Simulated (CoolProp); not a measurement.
R1123 along the isobar 0.686 MPa: density (kg/m³) from the reference equation and from simpler models built on Tc = 331.7 K, pc = 4.549 MPa, ω = 0.243; each cubic takes its own stable root.

Computed with CoolProp (reference Helmholtz-energy equation of state, Akasaka 2020).

| T (K) | phase | reference |
|---|---|---|
| 280.7 | gas | 26.79 |
| 302.8 | gas | 24.18 |
| 325 | gas | 22.12 |
| 347.1 | gas | 20.45 |
| 369.3 | gas | 19.03 |
| 391.4 | gas | 17.82 |
| 413.6 | gas | 16.77 |
| 435.7 | gas | 15.85 |
| 457.9 | gas | 15.02 |
| 480 | gas | 14.28 |

### Question
How far does each simpler model (ideal gas, van der Waals, Redlich-Kwong, Soave-Redlich-Kwong, Peng-Robinson) lie from the reference over these 10 states: mean and median of the absolute difference, and the worst?

### Answer
- ideal gas: mean 4.2 %, median 3.3 %, worst -10.0 % at 280.7 K and 0.686 MPa
- van der Waals: mean 0.8 %, median 0.4 %, worst -3.1 % at 280.7 K and 0.686 MPa
- Redlich-Kwong: mean 0.4 %, median 0.2 %, worst -1.3 % at 280.7 K and 0.686 MPa
- Soave-Redlich-Kwong: mean 0.2 %, median 0.1 %, worst -0.6 % at 280.7 K and 0.686 MPa
- Peng-Robinson: mean 0.3 %, median 0.4 %, worst +0.4 % at 347.1 K and 0.686 MPa
